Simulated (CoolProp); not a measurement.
Values from CoolProp's reference Helmholtz-energy equation of state, Lemmon 2006. It is a short technical equation, of lower accuracy than the large ones.

**Question.** For CH3F (R41), give the phase and the Joule-Thomson coefficient (K/MPa) at 252.7 K and 3.13 bar; 369.6 K and 3.13 bar.

**Answer.** 
- 252.7 K and 3.13 bar: gas; Joule-Thomson coefficient 29.5
- 369.6 K and 3.13 bar: gas; Joule-Thomson coefficient 9.80
